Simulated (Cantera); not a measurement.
**Abatement and gas-phase synthesis: HF + SO₂ + H₂**

Feed: 1 mol HF, 0.013 mol SO₂, 2.9 mol H₂, at 13300 Pa.

Method: chemical equilibrium by Gibbs-energy minimisation in Cantera with the NASA 1993 tables (ideal gas, pure condensed phases). Candidate condensed phases: H₂O, H₂SO₄, S; 43 gas species. Rates play no part.

```csv
T (°C),x H₂,x H,x HF,x H₂O,x F,x S
2225,0.685,0.0565,0.249,0.00631,4.26e-5,0.00115
2325,0.661,0.0848,0.245,0.00612,8.39e-5,0.00141
2425,0.628,0.122,0.240,0.00585,0.000158,0.00164
2525,0.587,0.170,0.234,0.00549,0.000284,0.00183
2625,0.536,0.229,0.226,0.00499,0.000493,0.00197
2725,0.477,0.297,0.217,0.00435,0.000831,0.00205
2825,0.413,0.372,0.206,0.00356,0.00137,0.00210
2925,0.345,0.450,0.195,0.00269,0.00220,0.00210
```
x: gas mole fraction; nothing condenses.

From 2225 °C to 2925 °C nothing is condensed.
